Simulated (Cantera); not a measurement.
An isothermal, constant-pressure homogeneous reactor starts with CO : O2 : H2O : N2 = 0.0047 : 0.013 : 0.00011 : 1 (molar parts), at 1425 K and 760 Torr.

Computed with Cantera and GRI-Mech 3.0 (53 species, 325 reactions).

x: mole fraction; the columns are a selection and need not sum to one.

| t (s) | x CO | x O2 | x H2O | x NO | x OH |
|---|---|---|---|---|---|
| 4.00e-6 | 0.00462 | 0.0128 | 0.000108 | <1e-12 | <1e-12 |
| 1.65e-5 | 0.00462 | 0.0128 | 0.000108 | <1e-12 | 2.03e-12 |
| 6.84e-5 | 0.00462 | 0.0128 | 0.000108 | <1e-12 | 1.91e-11 |
| 0.000283 | 0.00462 | 0.0128 | 0.000108 | <1e-12 | 2.53e-10 |
| 0.00117 | 0.00462 | 0.0128 | 0.000108 | <1e-12 | 4.09e-9 |
| 0.00484 | 0.00461 | 0.0128 | 0.000108 | 1.82e-11 | 3.09e-7 |
| 0.0200 | ? | 0.0112 | 7.64e-5 | 1.53e-6 | 2.82e-5 |
| 0.0827 | ? | 0.0105 | 0.000103 | 4.63e-6 | 9.47e-6 |
| 0.342 | ? | 0.0105 | 0.000107 | 5.21e-6 | 2.87e-6 |
| 1.41 | ? | 0.0105 | 0.000108 | 5.27e-6 | 9.88e-7 |
| 5.85 | 7.03e-8 | 0.0105 | 0.000108 | 5.28e-6 | 6.17e-7 |
| 24.2 | 6.76e-8 | 0.0105 | 0.000108 | 5.30e-6 | 6.11e-7 |
| 100 | 6.76e-8 | 0.0105 | 0.000108 | 5.37e-6 | 6.11e-7 |

Complete the blanks.


- 0.0200, x CO: 0.00188
- 0.0827, x CO: 0.000126
- 0.342, x CO: 6.34e-6
- 1.41, x CO: 3.20e-7
